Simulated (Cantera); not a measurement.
Charge: 1 mol MgCO3, 1.5 mol H2S, 0.62 mol CO2, held at 1648 K and 15.8 Torr.

Cantera equilibrium calculation (NASA polynomials, part measured and part estimated; ideal gas, pure solids and liquids). Candidate condensed phases: C, C6H6, C7H8, C8H18, H2O, H2SO4, Mg, MgCO3, MgO, Mg(OH)2, MgS, MgSO4, S; 130 gas species. The numbers say what is thermodynamically allowed, not how fast it happens.

Base state: CO 0.286, H2O 0.214, S2 0.160, H2 0.150, CO2 0.127, SO2 0.0328, H2S 0.0165, SO 0.00619 (mole fractions); condensed: MgO(s).

Question: What changes in the equilibrium state with this change: H2S from 1.5 to 0.99 mol?

Answer: 
```csv
species,before,after
CO,0.286,0.314
H2O,0.214,0.199
CO2,0.127,0.193
H2,0.150,0.101
S2,0.160,0.117
H2S,0.0165,0.00944
SO2,0.0328,0.0539
SH,0.00429,0.00300
H,0.000238,0.000195
SO,0.00619,0.00734
"MgO(s), mol",1.000,1.000
```

Question: What changes in the equilibrium state with this change: temperature from 1648 K to 1300 K?

Answer: 
```json
[
 {"species": "CO2", "before": "0.127", "after": "0.217"},
 {"species": "CO", "before": "0.286", "after": "0.213"},
 {"species": "H2O", "before": "0.214", "after": "0.210"},
 {"species": "H2S", "before": "0.0165", "after": "0.0750"},
 {"species": "SO2", "before": "0.0328", "after": "0.00346"},
 {"species": "H2", "before": "0.150", "after": "0.117"},
 {"species": "S2", "before": "0.160", "after": "0.159"},
 {"species": "OH", "before": "1.53e-5", "after": "6.12e-8"},
 {"species": "H", "before": "0.000238", "after": "2.61e-6"},
 {"species": "S", "before": "0.000537", "after": "7.71e-6"},
 {"species": "SO", "before": "0.00619", "after": "0.000188"},
 {"species": "CS2", "before": "2.12e-6", "after": "2.12e-5"},
 {"species": "MgO(s), mol", "before": "1.000", "after": "1.00"}
]
```
